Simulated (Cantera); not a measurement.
Cantera run:

```python
import numpy as np
import cantera as ct

gas_names = [...]  # 52 gases of nasa_gas.yaml made of F, H, N, S, Si
cond_names = """
    S(cr1) S(cr2) S(L) Si(cr) Si(L) Si3N4(a)
""".split()


# ... load() reads the species with a 1 bar reference pressure and builds the phases ...
atoms = {
    'Si': {'Si': 1},
    'SF6': {'S': 1, 'F': 6},
    'N2': {'N': 2},
    'HF': {'H': 1, 'F': 1},
}
top_T = {'Si3N4(a)': 2400}  # K; cautious upper limits of use, not melting points


# ... equilibrate(T, P, feed) seeds the gas with the atoms and calls Mixture.equilibrate('TP', solver="vcs", rtol=1e-11, max_steps=5000) ...
results = []
feed = {'Si': 1, 'SF6': 2.3, 'N2': 0.12, 'HF': 1.1}  # mol
P = 32000  # Pa
for T in [950, 1025, 1100, 1175, 1250, 1325, 1400, 1475, 1550]:
    mix = equilibrate(T, P, feed)
    results.append((T, P, feed, dict(zip(mix.species_names, mix.species_moles))))

top = {s: max(r[3][s] / sum(r[3][g] for g in gas_names) for r in results) for s in gas_names}
cols = sorted((s for s in top if top[s] > 1e-06), key=lambda s: -top[s])[:5]
seen = [c for c in cond_names if any(r[3].get(c, 0) > 1e-12 for r in results)]
print("log10 of partial pressures in bar; condensed amounts in mol")
print(f"{'T/K':>10s}" + "".join(f"{s[:9]:>10s}" for s in cols + seen))
for T, P, feed, n in results:
    ng = sum(n[g] for g in gas_names)
    print(f"{T:10.4g}" + "".join(f"{np.log10(max(n[s] / ng * P / 1e5, 1e-99)):10.3f}" for s in cols)
          + "".join(f"{n.get(c, 0):10.4g}" for c in seen))
```

It prints:

```
log10 of partial pressures in bar; condensed amounts in mol
       T/K       SF4        HF      SiF4       SF6        N2
       950    -0.860    -1.108    -1.149    -1.637    -2.070
      1025    -0.856    -1.109    -1.150    -1.653    -2.071
      1100    -0.857    -1.109    -1.150    -1.653    -2.071
      1175    -0.858    -1.109    -1.150    -1.651    -2.071
      1250    -0.860    -1.109    -1.150    -1.648    -2.071
      1325    -0.861    -1.109    -1.150    -1.647    -2.071
      1400    -0.862    -1.109    -1.151    -1.650    -2.072
      1475    -0.864    -1.112    -1.153    -1.667    -2.074
      1550    -0.866    -1.119    -1.161    -1.726    -2.081
```

These are equilibrium values from Cantera (NASA tables, ideal gas, pure condensed phases), not measurements of a reactor. The tables' values for SF3, S2F2 (SSF2), SF5 are old estimates; treat these amounts as uncertain.
